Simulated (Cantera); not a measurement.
Charge: 1 mol Si₃N₄, 19 mol H₂O, a varied amount of F₂, held at 1625 °C and 13.3 mbar.

Equilibrium computed with Cantera from the NASA thermochemical tables; the gas is ideal and each condensed phase is pure. Candidate condensed phases: H₂O, Si, SiO₂, Si₂N₂O, Si₃N₄; 58 gas species. The tables hold silica as quartz up to 1696 K and as liquid above; real silica turns to tridymite and cristobalite and melts near 1996 K. Equilibrium is a limit: real reactors are often held back by kinetics, nucleation or transport.

**Question.** At 2.7 mol F₂, list the 6 most abundant gas species with their mole fractions, and the condensed phases.

**Answer.** H₂O 0.547, HF 0.227, H₂ 0.138, N₂ 0.0842, H 0.00251, OH 0.000815. Condensed: SiO₂(condensed).
